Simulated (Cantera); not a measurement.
A closed system holds: 1 mol PbF₂, 20 mol N₂, held at 6.08 Torr.

Method: chemical equilibrium by Gibbs-energy minimisation in Cantera with the NASA 1993 tables (ideal gas, pure condensed phases). Candidate condensed phases: Pb, PbF₂; 12 gas species. Kinetics and transport are ignored. All values below are at 1477 °C.

Base state: N₂ 0.952, PbF₂ 0.0306, PbF₄ 0.00730, Pb 0.00507, PbF 0.00461, F 0.000147 (mole fractions); condensed: gas only.

Q: What changes in the equilibrium state with this change: PbF₂ replaced by CuF₂?

A: 
| species | before | after |
|---|---|---|
| N₂ | 0.952 | 0.928 |
| F | 0.000147 | 0.0258 |
| CuF | 0 | 0.0258 |
| PbF₂ | 0.0306 | 0 |
| CuF₂ | 0 | 0.0206 |
| PbF₄ | 0.00730 | 0 |
| Pb | 0.00507 | 0 |
| PbF | 0.00461 | 0 |
Further candidate phases: Cu, CuF₂.
